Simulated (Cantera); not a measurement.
Feed: 1 mol B₂H₆, 14 mol H₂O, held at 10000 Pa.

Equilibrium computed with Cantera from the NASA thermochemical tables; the gas is ideal and each condensed phase is pure. Candidate condensed phases: B, B₂O₃, B₃O₃H₃, H₂O; 23 gas species. The feed counts by its element totals alone. Gases not in the tables: H₃BO₃. Rates play no part.

x: gas mole fraction; n: condensed amount in mol.

| T (K) | x H₂O | x H₂ | x HBO₂ | x H | x (HBO₂)₃ | x OH | n B₂O₃(l) |
|---|---|---|---|---|---|---|---|
| 773 | 0.626 | 0.356 | 1.28e-7 | 1.71e-12 | 0.0177 | <1e-12 | 0.552 |
| 923 | 0.639 | 0.354 | 1.15e-5 | 4.60e-10 | 0.00682 | <1e-12 | 0.827 |
| 1073 | 0.643 | 0.353 | 0.000275 | 2.63e-8 | 0.00321 | 1.79e-10 | 0.916 |
| 1223 | 0.643 | 0.353 | 0.00291 | 5.65e-7 | 0.00175 | 9.27e-9 | 0.931 |
| 1373 | 0.631 | 0.350 | 0.0177 | 6.23e-6 | 0.00104 | 2.01e-7 | 0.821 |
| 1523 | 0.587 | 0.340 | 0.0718 | 4.26e-5 | 0.000622 | 2.27e-6 | 0.344 |
| 1673 | 0.557 | 0.333 | 0.108 | ? | ? | ? | 0 |
| 1823 | 0.557 | 0.333 | 0.108 | ? | ? | ? | 0 |
| 1973 | 0.557 | 0.332 | 0.106 | 0.00246 | 1.30e-7 | 0.000392 | 0 |
| 2123 | 0.555 | 0.329 | 0.105 | 0.00651 | 1.30e-8 | 0.00136 | 0 |
| 2273 | 0.550 | 0.324 | 0.102 | 0.0151 | 1.73e-9 | 0.00398 | 0 |
| 2423 | 0.536 | 0.316 | 0.0976 | 0.0315 | 2.81e-10 | 0.0101 | 0 |

Complete the blanks.


- 1673, x H: 0.000208
- 1673, x (HBO₂)₃: 4.66e-5
- 1673, x OH: 1.67e-5
- 1823, x H: 0.000790
- 1823, x (HBO₂)₃: 1.92e-6
- 1823, x OH: 9.21e-5
